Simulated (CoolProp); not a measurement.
Model: reference Helmholtz-energy equation of state, Lemmon 2006, in CoolProp. It is a short technical equation, of lower accuracy than the large ones.

**Question.** For CH3F (R41), give the phase and the Joule-Thomson coefficient (K/MPa) at 425 K and 788 kPa; 425 K and 14000 kPa; 425 K and 28800 kPa.

**Answer.** 
- 425 K and 788 kPa: gas; Joule-Thomson coefficient 6.65
- 425 K and 14000 kPa: supercritical; Joule-Thomson coefficient 4.08
- 425 K and 28800 kPa: supercritical; Joule-Thomson coefficient 1.19
